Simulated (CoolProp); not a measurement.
Saturation properties of n-hexane.

Model: reference Helmholtz-energy equation of state, Thol 2019, in CoolProp.

```tsv
T (K)	p (kPa)	enthalpy of vaporisation (kJ/kg)	vapour Z
336.3	84.78	339.3	0.9569
339.7	94.61	336.8	0.9534
343.1	105.3	334.2	0.9498
346.5	116.9	331.6	0.9460
349.9	129.5	329.0	0.9421
353.4	143.6	326.2	0.9378
356.8	158.3	323.5	0.9334
360.2	174.2	320.7	0.9289
363.6	191.3	317.9	0.9241
367	209.7	315.1	0.9192
370.5	230.0	312.1	0.9139
373.9	251.1	309.2	0.9085
377.3	273.7	306.2	0.9029
380.7	297.7	303.1	0.8972
384.1	323.4	300.0	0.8911
```

It boils at 341.9 K under 1 atm.
